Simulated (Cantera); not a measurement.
A closed system holds: 1 mol Al2O3, 4.2 mol H2O, at 43.0 Pa.

Method: chemical equilibrium by Gibbs-energy minimisation in Cantera with the NASA 1993 tables (ideal gas, pure condensed phases). Candidate condensed phases: Al, Al2O3, H2O; 19 gas species. Kinetics and transport are ignored. All values below are at 1775 °C.

Base state: H2O 0.807, H2 0.0834, O2 0.0368, OH 0.0329, H 0.0312, O 0.00887, AlO2H 2.43e-5 (mole fractions); condensed: Al2O3(s).

**Question.** What changes in the equilibrium state with this change: 0.75 mol CH4 added?

**Answer.** 
```csv
species,before,after
H2O,0.807,0.476
H2,0.0834,0.337
CO,0,0.0862
CO2,0,0.0256
O2,0.0368,0.000784
OH,0.0329,0.00964
H,0.0312,0.0627
AlO2H,2.43e-5,1.87e-5
O,0.00887,0.00129
"Al2O3(s), mol",1.000,1.000
```
Further candidate phases: C, C6H6, C7H8, C8H18.

**Question.** What changes in the equilibrium state with this change: pressure from 43.0 Pa to 4.10 mbar?

**Answer.** 
| species | before | after |
|---|---|---|
| H2O | 0.807 | 0.912 |
| H2 | 0.0834 | 0.0433 |
| O2 | 0.0368 | 0.0183 |
| H | 0.0312 | 0.00728 |
| OH | 0.0329 | 0.0167 |
| AlO2H | 2.43e-5 | 8.36e-6 |
| O | 0.00887 | 0.00203 |
| Al2O3(s), mol | 1.000 | 1.000 |
